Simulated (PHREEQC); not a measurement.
Dissolve 7.8 mmol/kgw Na2SO4, 2.4 mmol/kgw FeCl2 and 6.7 mmol/kgw MgCl2 at 59 °C. Closed to the air; pH follows from the charge balance.

Equilibrium calculation in PHREEQC: ion-association model, phreeqc.dat.

Each row changes one thing in this solution. No solid was allowed to form.

```tsv
case	pH	ionic strength (mol/kgw)	SO4-2 (mol/kgw)	Mg+2 (mol/kgw)	MgSO4 (mol/kgw)	NaSO4- (mol/kgw)	SI of Halite (NaCl)
as made	5.85	0.0383	0.00461	0.00431	0.00239	0.000204	-5.31
FeCl2 from 0.0024 to 0.024 mol/kgw	5.36	0.0971	0.00347	0.00541	0.00129	0.000115	-4.85
Na2SO4 from 0.0078 to 0.00702 mol/kgw	5.83	0.0369	0.00408	0.00447	0.00223	0.000164	-5.36
FeCl2 left out	6.43	0.0325	0.00494	0.00407	0.00263	0.000229	-5.44
diluted 2-fold with water	5.92	0.0202	0.00259	0.00235	0.00100	6.80e-5	-5.88
diluted 5-fold with water	6.04	0.00868	0.00119	0.00105	0.000288	1.49e-5	-6.63
```

Complexes and solids missing from the database can't appear. Away from 25 °C the constants follow the database's enthalpies or fits; those with neither stay at their 25 °C values.
